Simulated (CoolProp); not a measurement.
Model: reference Helmholtz-energy equation of state, Thol 2018, in CoolProp.

Question: For hydrogen chloride, give the phase and the cp (kJ/(kg K)) at 324.95 °C and 0.791 bar.

Answer: 
- 324.95 °C and 0.791 bar: gas; cp 0.812
